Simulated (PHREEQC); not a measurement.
Consider water at 25 °C with 0.0017 mol ZnSO4 and 6.8e-05 mol NaCl per kg of water. Closed to the air; pH follows from the charge balance.

All values are PHREEQC results (ion-association model, wateq4f.dat), not measurements.

| quantity | before | after |
|---|---|---|
| pH | 5.98 | 6.25 |
| ionic strength (mol/kgw) | 0.00582 | 0.00136 |
| SO4-2 (mol/kgw) | 0.00144 | 0.000322 |
| HSO4- (mol/kgw) | 1.15e-7 | 1.56e-8 |
| SI of Mirabilite (Na2SO4:10H2O) | -10.28 | -10.82 |

### Question
Which change was made?
A) temperature from 25 to 40 °C
B) temperature from 25 to 5 °C
C) 1.8e-05 mol/kgw CaCl2 added
D) ZnSO4 replaced by K2SO4 at the same molality
E) ZnSO4 from 0.0017 to 0.00034 mol/kgw

### Answer
E, ZnSO4 from 0.0017 to 0.00034 mol/kgw

This is a speciation only: nothing precipitates in the calculation.
